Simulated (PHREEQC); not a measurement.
Solution (25 °C): 0.0022 mol/kgw KHCO3 and 0.007 mol/kgw NaF. Closed to the air; pH follows from the charge balance.

All values are PHREEQC results (ion-association model, phreeqc.dat), not measurements.

* **pH**: 8.22
* **ionic strength**: 0.00919 mol/kgw
* **specific conductance**: 925 µS/cm
* **total alkalinity**: 2.20 meq/kg

| species | molality | activity | log γ |
|---|---|---|---|
| F- | 0.00698 | 0.00630 | -0.044 |
| Na+ | 0.00697 | 0.00632 | -0.043 |
| K+ | 0.00220 | 0.00199 | -0.044 |
| HCO3- | 0.00214 | 0.00195 | -0.042 |
| CO2 | 2.62e-5 | 2.62e-5 | 0.001 |
| NaF | 2.29e-5 | 2.29e-5 | 0.001 |
| CO3-2 | 2.24e-5 | 1.52e-5 | -0.167 |
| NaHCO3 | 6.90e-6 | 6.91e-6 | 0.001 |
| NaCO3- | 1.98e-6 | 1.79e-6 | -0.043 |
| OH- | 1.87e-6 | 1.69e-6 | -0.044 |

No solid was allowed to form. Complexes and solids missing from the database can't appear.
